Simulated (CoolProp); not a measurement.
The fluid at 138.53 K and 3.32 MPa (liquid) is heated at constant pressure to 315.6 K. The same conditions are run with several fluids, on thermodynamics alone (safety and materials aside).

Model: reference Helmholtz-energy equation of state of each fluid (methane: Setzmann 1991; propylene: Lemmon 2013; C3F8 (R218): Lemmon 2006; ethylene: Smukala 2000; ethane: Bücker 2006), in CoolProp.

Q: Rank methane, propylene, C3F8 (R218), ethylene, ethane by heat (kJ/kg), highest first.

A: methane (820), ethane (734), ethylene (705), propylene (400), C3F8 (R218) (170)

```tsv
fluid	final phase	final density (kg/m³)
methane	gas	21.2
propylene	liquid	481
C3F8 (R218)	liquid	1260
ethylene	gas	43.0
ethane	gas	50.6
```
